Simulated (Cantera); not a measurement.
What does this Cantera script print?

```python
import numpy as np
import cantera as ct

gas_names = [...]  # 113 gases of nasa_gas.yaml made of C, H, O, Ti
cond_names = """
    C(gr) C6H6(L) C7H8(L) C8H18(L),n-octa H2O(s) H2O(L) Ti(a) Ti(b) Ti(L) TiC(s) TiC(L) TiO(a) TiO(b)
    TiO(L) TiO2(ru) TiO2(L) Ti2O3(a) Ti2O3(b) Ti2O3(L) Ti3O5(a) Ti3O5(b) Ti3O5(L) Ti4O7(s) Ti4O7(L)
""".split()


# ... load() reads the species with a 1 bar reference pressure and builds the phases ...
atoms = {
    'Ti': {'Ti': 1},
    'C3H8': {'C': 3, 'H': 8},
    'H2': {'H': 2},
    'H2O': {'H': 2, 'O': 1},
}
top_T = {'C(gr)': 4500}  # K; cautious upper limits of use, not melting points


# ... equilibrate(T, P, feed) seeds the gas with the atoms and calls Mixture.equilibrate('TP', solver="vcs", rtol=1e-11, max_steps=5000) ...
results = []
feed = {'Ti': 1, 'C3H8': 0.19, 'H2': 6.5, 'H2O': 2.7}  # mol
T = 2000  # K
P = 1333.22  # Pa
mix = equilibrate(T, P, feed)
results.append((T, P, feed, dict(zip(mix.species_names, mix.species_moles))))
print(gas.report(threshold=0.0001))
for i in range(1, mix.n_phases):
    print(f"{mix.phase(i).name:16s} {mix.phase_moles(i):12.5e} mol")
```

Output:

```
       temperature   2000 K
          pressure   1333.2 Pa
           density   0.00032826 kg/m^3
  mean mol. weight   4.0943 kg/kmol
   phase of matter   gas

                          1 kg             1 kmol
                     ---------------   ---------------
          enthalpy        9.8419e+06        4.0296e+07  J
   internal energy        5.7804e+06        2.3667e+07  J
           entropy             57342        2.3478e+05  J/K
    Gibbs function       -1.0484e+08       -4.2926e+08  J
 heat capacity c_p            8521.5             34890  J/K
 heat capacity c_v            6490.8             26575  J/K

                      mass frac. Y      mole frac. X     chem. pot. / RT
                     ---------------   ---------------   ---------------
                CO           0.36403          0.053212           -41.601
               CO2         0.0059867        0.00055697            -67.17
                 H         0.0032714          0.013288           -11.957
                H2            0.4383           0.89016           -23.914
               H2O           0.18791          0.042707           -49.484
     [ +108 minor]        0.00049757        7.6728e-05

C(gr)             0.00000e+00 mol
Ti(L)             0.00000e+00 mol
TiC(s)            0.00000e+00 mol
TiO(b)            0.00000e+00 mol
TiO2(ru)          0.00000e+00 mol
Ti2O3(b)          0.00000e+00 mol
Ti3O5(b)          3.17286e-01 mol
Ti4O7(L)          1.20028e-02 mol
```

Cantera equilibrium calculation (NASA polynomials, part measured and part estimated; ideal gas, pure solids and liquids). Mutual solubility and eutectic melting of coexisting phases are not modelled. Condensed phases not in the tables: Magnéli phases beyond Ti4O7.
